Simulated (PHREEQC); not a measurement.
**Acid rinse or clean (model solution)**

Consider water at 25 °C with 37 mmol/kgw HCl, 0.99 mmol/kgw CuSO4 and 4.6 mmol/kgw KCl. Closed to the air; pH follows from the charge balance.

Model: ion-association model, wateq4f.dat, run in PHREEQC.

Each row changes one thing in this solution. This is a speciation only: nothing precipitates in the calculation.

```csv
case,pH,ionic strength (mol/kgw),HSO4- (mol/kgw),SO4-2 (mol/kgw),KSO4- (mol/kgw)
as made,1.50,0.0442,0.000617,0.000352,5.34e-6
temperature from 25 to 5 °C,1.50,0.0444,0.000528,0.000439,4.68e-6
CuSO4 from 0.00099 to 0.00495 mol/kgw,1.54,0.0539,0.00280,0.00179,2.54e-5
diluted 100-fold with water,3.44,0.000455,3.12e-7,9.57e-6,2.81e-9
0.049 mol/kgw H3AsO4 added,?,0.0511,0.000649,0.000323,?
0.026 mol/kgw HNO3 added,1.28,0.0700,0.000710,0.000267,3.52e-6
KCl from 0.0046 to 0.00092 mol/kgw,1.50,0.0405,0.000624,0.000348,1.08e-6
CuSO4 replaced by CaSO4 at the same molality,1.50,0.0442,0.000615,0.000351,5.32e-6
KCl from 0.0046 to 0.0092 mol/kgw,1.51,0.0488,0.000609,0.000356,1.05e-5
```

Question: Complete the blanks.

Answer: 
- 0.049 mol/kgw H3AsO4 added, pH: 1.43
- 0.049 mol/kgw H3AsO4 added, KSO4- (mol/kgw): 4.69e-6

At this temperature some constants are extrapolated from 25 °C, and those without enthalpy data are left unchanged. The database has no arsenate complexes of Cu.
